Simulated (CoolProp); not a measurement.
Computed with CoolProp (reference Helmholtz-energy equation of state, Gao 2016).

### Question
For sulfur dioxide, give the phase and the Z, cp (kJ/(kg K)), expansivity (1/kK) at 269.2 K and 350 bar.

### Answer
- 269.2 K and 350 bar: liquid; Z 0.670, cp 1.32, expansivity 1.51
